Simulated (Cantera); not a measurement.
Feed: 1 mol PH3, 0.054 mol H2, at 1848.15 K and 0.000560 bar.

Method: chemical equilibrium by Gibbs-energy minimisation in Cantera with the NASA 1993 tables (ideal gas, pure condensed phases). Candidate condensed phases: P; 7 gas species. Rates play no part.

Base state: H2 0.739, P2 0.239, H 0.0193, P 0.00250, PH 0.000112 (mole fractions); condensed: gas only.

What changes in the equilibrium state with this change: pressure from 0.000560 bar to 68.0 bar?


```json
[
 {"species": "H2", "before": "0.739", "after": "0.797"},
 {"species": "P2", "before": "0.239", "after": "0.141"},
 {"species": "P4", "before": "1.38e-6", "after": "0.0579"},
 {"species": "H", "before": "0.0193", "after": "5.75e-5"},
 {"species": "PH3", "before": "4.13e-8", "after": "0.00430"},
 {"species": "P", "before": "0.00250", "after": "5.50e-6"},
 {"species": "PH", "before": "0.000112", "after": "8.94e-5"}
]
```
The ideal-gas law is rough above about 30 bar.
